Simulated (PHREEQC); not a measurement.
A solution holds 0.0032 mol/kgw ZnSO4, 0.066 mol/kgw NiCl2, 1.2 mol/kgw HCl and 0.024 mol/kgw NaCl, at 10 °C. Closed to the air; pH follows from the charge balance.

Model: ion-association model, wateq4f.dat, run in PHREEQC.

**Question.** The ionic strength comes out as 1.29 mol/kgw. What activity coefficients do ZnCl+, NiCl+, Zn+2, H+, ZnCl3- get?

**Answer.** ZnCl+ 0.59, NiCl+ 0.85, Zn+2 0.20, H+ 0.74, ZnCl3- 0.59.

This is a speciation only: nothing precipitates in the calculation. Caution: at this ionic strength the ion-association model is outside its range; a Pitzer model would be the better tool where its parameters exist. Complexes and solids missing from the database can't appear. Away from 25 °C the constants follow the database's enthalpies or fits; those with neither stay at their 25 °C values.
